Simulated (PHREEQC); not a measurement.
Consider water at 25 °C with 0.028 mol KH2PO4, 0.085 mol H2SO4 and 0.028 mol NiSO4 per kg of water. Closed to the air; pH follows from the charge balance.

The numbers come from PHREEQC with the ion-association model, wateq4f.dat.

Each row changes one thing in this solution. Precipitation was switched off in this run.

| case | pH | ionic strength (mol/kgw) | HSO4- (mol/kgw) | SO4-2 (mol/kgw) | K+ (mol/kgw) | H3PO4 (mol/kgw) | SI of Morenosite (NiSO4:7H2O) |
|---|---|---|---|---|---|---|---|
| as made | 1.23 | 0.186 | 0.0715 | 0.0302 | 0.0264 | 0.0242 | -1.94 |
| diluted 2-fold with water | 1.46 | 0.103 | 0.0316 | 0.0196 | 0.0133 | 0.0112 | -2.25 |
| H2SO4 left out | 4.57 | 0.102 | 2.22e-5 | 0.0179 | 0.0268 | 8.40e-5 | -1.98 |
| temperature from 25 to 35 °C | 1.25 | ___ | 0.0751 | 0.0268 | 0.0263 | 0.0244 | -2.06 |
| NiSO4 from 0.028 to 0.014 mol/kgw | 1.20 | ___ | 0.0672 | 0.0256 | 0.0265 | 0.0244 | -2.26 |

**Question.** What belongs in the gaps?

**Answer.** 
- temperature from 25 to 35 °C, ionic strength (mol/kgw): 0.179
- NiSO4 from 0.028 to 0.014 mol/kgw, ionic strength (mol/kgw): 0.159

Some of these states are supersaturated (in Ni3(PO4)2, for instance). H3PO4, which wateq4f.dat lacks, is added to it with the constant of phreeqc.dat. The database has no phosphate complexes of Ni.
